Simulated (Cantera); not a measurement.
An isothermal, constant-pressure homogeneous reactor starts with 5.61 % H2, 16.5 % O2, 74.3 % N2, 3.63 % H2O, at 975 K and 5.18 Torr.

Model: the H2/O2 subset of GRI-Mech 3.0, which has no nitrogen chemistry, integrated in Cantera. Radical loss at walls, strong at low pressure, is not modelled. The temperature is held fixed by assumption; the heat of reaction is taken as removed at once.

One state of this run: x H2 = 0.00245; x O2 = 0.140; x H2O2 = 2.88e-8; x O = 0.00578; x H = 0.0121; x H2O = 0.0849. x: mole fraction; the columns are a selection and need not sum to one.

### Question
Which value of t (s) does it belong to?
(A) 0.117
(B) 0.000100
(C) 0.000585
(D) 0.0484

### Answer
A, 0.117
